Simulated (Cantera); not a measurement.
A freely propagating, adiabatic, planar premixed flame of H2 : O2 : N2 = 1 : 0.588 : 2.76 (molar parts), unburnt at 450 K and 2.10 bar; mixture-averaged transport, grid criteria slope 0.08 and curve 0.16, no radiation.

Computed with Cantera and the H2/O2 subset of GRI-Mech 3.0, which has no nitrogen chemistry. The hydrogen kinetics of GRI-Mech 3.0 are dated; newer H2 mechanisms differ, most at raised pressure. Burning velocities carry a grid error of a few per cent, more on coarse grids.

Problem. How do the results move with these cheaper or finer settings: unity-Lewis-number transport; multicomponent transport; multicomponent+Soret transport; grid criteria slope 0.5, curve 1; grid criteria slope 0.25, curve 0.5; grid criteria slope 0.03, curve 0.06?

Solution. 
| setting | laminar burning velocity | thermal thickness | peak x(H2O2) | peak x(O) | grid points |
|---|---|---|---|---|---|
| as above | 249 cm/s | 0.168 mm | 7.06e-5 | 0.00655 | 108 |
| unity-Lewis-number transport | 214 cm/s | 0.137 mm | 2.74e-5 | 0.00792 | 111 |
| multicomponent transport | 246 cm/s | 0.166 mm | 7.24e-5 | 0.00653 | 108 |
| multicomponent+Soret transport | 223 cm/s | 0.165 mm | 7.40e-5 | 0.00629 | 108 |
| grid criteria slope 0.5, curve 1 | 284 cm/s | 0.207 mm | 5.82e-5 | 0.00679 | 41 |
| grid criteria slope 0.25, curve 0.5 | 257 cm/s | 0.178 mm | 6.89e-5 | 0.00657 | 51 |
| grid criteria slope 0.03, curve 0.06 | 247 cm/s | 0.165 mm | 7.22e-5 | 0.00651 | 254 |
Unity Lewis numbers drop preferential diffusion, which matters most where H2 and H carry the flame; Soret adds thermal diffusion.
